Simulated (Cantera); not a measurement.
## Low-pressure radical oxidation in H2/O2

An isothermal, constant-pressure homogeneous reactor starts with H2 : O2 : N2 : H2O = 0.0077 : 1 : 1.7 : 0.26 (molar parts), equivalence ratio 0.0039, at 1325 K and 20.0 Torr.

Cantera simulation using GRI-Mech 3.0 (53 species, 325 reactions); the numbers are that mechanism's predictions, not measurements. Radical loss at walls, strong at low pressure, is not modelled.

```csv
t (s),x H2,x O2,x H2O2,x O,x NO2,x H,x H2O
2.00e-5,0.00259,0.337,<1e-12,6.13e-11,<1e-12,2.12e-10,0.0876
6.65e-5,0.00259,0.337,<1e-12,4.80e-10,<1e-12,4.46e-10,0.0876
0.000221,0.00259,0.337,2.61e-12,2.71e-9,<1e-12,7.64e-10,0.0876
0.000737,0.00259,0.337,2.42e-11,1.66e-8,<1e-12,2.40e-9,0.0876
0.00245,0.00259,0.337,1.71e-10,4.57e-7,<1e-12,5.40e-8,0.0876
0.00816,0.000572,0.335,6.99e-8,0.00112,<1e-12,0.000153,0.0889
0.0271,0.000122,0.335,6.58e-8,0.000921,<1e-12,0.000103,0.0895
0.0903,4.73e-5,0.336,3.99e-8,0.000356,2.19e-12,2.47e-5,0.0899
0.301,1.06e-5,0.336,1.61e-8,7.98e-5,4.80e-12,2.63e-6,0.0901
1.00,2.06e-6,0.336,5.04e-9,1.56e-5,6.42e-12,2.28e-7,0.0902
```
x: mole fraction; the columns are a selection and need not sum to one.

Equilibrium at this temperature and pressure: H2 1.29e-7, O2 0.336, H2O2 5.65e-10, O 9.84e-7, NO2 1.02e-6, H 3.62e-9, H2O 0.0903 (gas phase only).
